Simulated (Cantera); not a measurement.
Feed: 1 mol Al, 2.2 mol N2, 1.2 mol H2, held at 2123 K.

Method: chemical equilibrium by Gibbs-energy minimisation in Cantera with the NASA 1993 tables (ideal gas, pure condensed phases). Candidate condensed phases: Al, AlN; 13 gas species. The numbers say what is thermodynamically allowed, not how fast it happens.

**Question.** What share of the Al ends up in condensed phases as a function of P (Pa), at 10, 37, 140, 520, 1900, 7200, 27000, 100000?

**Answer.** 
```tsv
P (Pa)	Al condensed (%)	as
10	0.0	-
37	0.0	-
140	0.0	-
520	0.0	-
1900	66.8	AlN(s)
7200	96.1	AlN(s)
27000	99.5	AlN(s)
100000	99.9	AlN(s)
```
